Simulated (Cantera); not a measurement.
**Pyrogenic steam for wet oxidation**

A perfectly stirred reactor is fed with H₂ : O₂ : N₂ = 1.7 : 1 : 10 (molar parts), at 0.188 atm; it is held at 900 K, and followed from long to short residence time.

Model: the H2/O2 subset of GRI-Mech 3.0, which has no nitrogen chemistry, integrated in Cantera. Below about 950 K walls govern HO2 and H2O2 in real vessels. The temperature is held fixed by assumption; the heat of reaction is taken as removed at once.

```tsv
τ (s)	x H₂	x O₂	x HO₂	x H₂O	x H	x O
1.4	0.00292	0.0141	4.83e-6	0.140	3.97e-5	1.59e-5
0.50	0.00468	0.0150	5.35e-6	0.138	0.000104	3.06e-5
0.18	0.00757	0.0164	6.00e-6	0.135	0.000259	5.61e-5
0.063	0.0125	0.0189	6.90e-6	0.130	0.000624	0.000101
0.022	0.0204	0.0229	8.19e-6	0.121	0.00140	0.000177
0.0079	0.0323	0.0291	9.84e-6	0.107	0.00283	0.000296
0.0028	0.0501	0.0383	1.18e-5	0.0865	0.00517	0.000474
```
x: mole fraction; the columns are a selection and need not sum to one.
